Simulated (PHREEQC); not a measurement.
A PHREEQC input (ion-association model, wateq4f.dat):

```
SOLUTION 1
  temp 25
  units mg/L
  pH 6.78
  pe 12.2
  Na 1.68
  K 3.7
  Ca 5.98
  Mg 0.154
  Cl 5.43
  S(6) 3.23 as SO4
  Alkalinity 15.7 as HCO3
  Cu(2) 0.0172
  B 0.00256
  Br 0.65
  Ba 0.00896
END
USE solution 5
EQUILIBRIUM_PHASES 1
  Gypsum 0 0
  CO2(g) -2.5 10
END
```

It stops with these messages:

```
ERROR: Solution 5 not found.
```

The fault: USE names a solution that was never defined. The line should read `USE solution 1` where the input has `USE solution 5`. With the mend the run ends at pH 6.72 and ionic strength 0.000668 mol/kgw.
